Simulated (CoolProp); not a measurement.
A Linde-Hampson liquefier for ethane: isothermal reversible compression at 320 K from 1 atm to 40 MPa, throttling to 1 atm, return gas leaving the recuperator 2 K below the feed. Each further row changes one setting.

Computed with CoolProp (reference Helmholtz-energy equation of state, Bücker 2006).

| case | liquid yield per pass | compression work (kJ/kg of gas) |
|---|---|---|
| as stated | (withheld) | 414 |
| high pressure 80 MPa | (withheld) | (withheld) |
| warm-end temperature 350 K | (withheld) | (withheld) |
| warm-end gap 7 K | (withheld) | 414 |

Question: Some entries are withheld; supply them.

Answer: 
- as stated, liquid yield per pass: 0.458
- high pressure 80 MPa, liquid yield per pass: 0.407
- high pressure 80 MPa, compression work (kJ/kg of gas): 499
- warm-end temperature 350 K, liquid yield per pass: 0.389
- warm-end temperature 350 K, compression work (kJ/kg of gas): 482
- warm-end gap 7 K, liquid yield per pass: 0.451
